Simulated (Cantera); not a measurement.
Input: 1 mol AlN, 0.45 mol N₂, equilibrated at 2.20 Pa.

These are equilibrium values from Cantera (NASA tables, ideal gas, pure condensed phases), not measurements of a reactor. Candidate condensed phases: Al, AlN; 12 gas species. Ions and electrons are included (thermal ionisation). Kinetics and transport are ignored.

log p: log10 of the partial pressure in bar; nothing condenses.

```
T (K)    log p Al    log p N₂     log p N    log p e-   log p Al+
-----  ----------  ----------  ----------  ----------  ----------
2500        -4.95       -4.97       -9.02       -7.73       -7.73
3000        -4.96       -4.98  (withheld)  (withheld)  (withheld)
3500        -5.04       -5.02       -6.16       -5.87       -5.87
4000   (withheld)  (withheld)  (withheld)  (withheld)  (withheld)
4500        -6.04       -5.95       -5.02       -5.28       -5.28
5000        -6.78       -6.99       -4.97       -5.26       -5.26
```

Q: Complete the blanks.

A: 
- 4000, log p Al: -5.36
- 4000, log p N₂: -5.24
- 4000, log p N: -5.37
- 4000, log p e-: -5.42
- 4000, log p Al+: -5.42
- 3000, log p N: -7.34
- 3000, log p e-: -6.63
- 3000, log p Al+: -6.63
